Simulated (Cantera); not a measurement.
Charge: 1 mol CF4, 8.8 mol H2, at 1023.15 K and 750 Torr.

Method: chemical equilibrium by Gibbs-energy minimisation in Cantera with the NASA 1993 tables (ideal gas, pure condensed phases). Candidate condensed phases: C, C6H6, C7H8, C8H18; 95 gas species. Rates play no part.

Q: What is the equilibrium state?

A: 
* **x(H2)**: 0.593
* **x(HF)**: 0.380
* **x(CH4)**: 0.0264
* **x(H2F2)**: 5.26e-6
* **n(C(graphite))**: 0.722 mol
* **gas amount**: 10.52 mol
